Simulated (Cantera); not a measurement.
Input (Python, Cantera):

```python
import numpy as np
import cantera as ct

gas = ct.Solution("gri30.yaml")
gas.TPX = 1123, 16000, {'N2O': 1}
reactor = ct.IdealGasConstPressureReactor(gas, energy="off", clone=False)
net = ct.ReactorNet([reactor])
net.rtol, net.atol = 1e-08, 1e-18
show = ['N2O', 'O', 'NO', 'O2', 'NO2', 'N2']
times = np.geomspace(2e-06, 60, 10)

steps = ct.SolutionArray(gas, extra=["t"])
rows = []
print(f"{'t/s':>10s}{'T/K':>9s}{'P/Pa':>11s}" + "".join(f"{s:>11s}" for s in show))
for t in times:
    while net.time < t:
        t_next = net.step()
        steps.append(gas.state, t=t_next)
    rows.append([np.interp(t, steps.t, y) for y in (steps.T, steps.P, *steps(*show).X.T)])
    print(f"{t:10.3e}{rows[-1][0]:9.1f}{rows[-1][1]:11.4g}" + "".join(f"{x:11.3e}" for x in rows[-1][2:]))
rate = np.gradient(steps.T, steps.t)
print("integrator steps:", len(steps.t))
if steps.T.max() > steps.T[0] + 200:
    print(f"time of steepest temperature rise: {steps.t[rate.argmax()]:.4e} s")
gas.TPX = 1123, 16000, {'N2O': 1}
gas.equilibrate("TP")
print(f"equilibrium (TP): T = {gas.T:.1f} K  " + "  ".join(f"{s} {gas[s].X[0]:.3e}" for s in show))
```

It prints:

```
       t/s      T/K       P/Pa        N2O          O         NO         O2        NO2         N2
 2.000e-06   1123.0    1.6e+04  1.000e+00  2.009e-08  6.297e-11  3.831e-10  1.004e-20  2.089e-08
 1.355e-05   1123.0    1.6e+04  1.000e+00  1.213e-07  2.675e-09  1.628e-08  1.810e-17  1.552e-07
 9.175e-05   1123.0    1.6e+04  1.000e+00  4.246e-07  7.840e-08  4.770e-07  1.541e-14  1.418e-06
 6.214e-04   1123.0    1.6e+04  1.000e+00  5.015e-07  8.917e-07  5.425e-06  1.991e-12  1.180e-05
 4.209e-03   1123.0    1.6e+04  9.999e-01  5.015e-07  6.479e-06  3.942e-05  1.050e-10  8.257e-05
 2.851e-02   1123.0    1.6e+04  9.991e-01  5.015e-07  4.430e-05  2.695e-04  4.751e-09  5.617e-04
 1.931e-01   1123.0    1.6e+04  9.941e-01  5.014e-07  2.993e-04  1.822e-03  1.799e-07  3.794e-03
 1.308e+00   1123.0    1.6e+04  9.608e-01  5.001e-07  1.978e-03  1.206e-02  3.304e-06  2.511e-02
 8.858e+00   1123.0    1.6e+04  7.710e-01  4.905e-07  1.151e-02  7.057e-02  2.373e-05  1.469e-01
 6.000e+01   1123.0    1.6e+04  2.295e-01  4.020e-07  3.750e-02  2.380e-01  8.333e-05  4.949e-01
integrator steps: 808
equilibrium (TP): T = 1123.0 K  N2O 3.301e-09  O 6.389e-09  NO 1.215e-04  O2 3.333e-01  NO2 1.533e-06  N2 6.666e-01
```

Cantera simulation using GRI-Mech 3.0 (53 species, 325 reactions); the numbers are that mechanism's predictions, not measurements. GRI-Mech 3.0 was tuned for natural gas; its chemistry of N2O as a main component is partial and can be far from experiment. The mechanism lacks the step 2 NO + O2 → 2 NO2, which can matter for NO2 below about 1400 K. The temperature is held fixed by assumption; the heat of reaction is taken as removed at once.
